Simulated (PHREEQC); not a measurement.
Make-up at 20 °C: 13 mmol/kgw HF, 7.8 mmol/kgw NH4F and 0.069 mmol/kgw H3PO4. Closed to the air; pH follows from the charge balance.

Model: ion-association model, phreeqc.dat, run in PHREEQC.

This is a speciation only: nothing precipitates in the calculation.

Task: Order these F species by the share of F that they hold, largest first: HF, HF2-, F-.

Result: HF (55 %), F- (41 %), HF2- (3.5 %)

The pH is 2.96 and the ionic strength 0.00898 mol/kgw. Species that the database lacks are ignored.
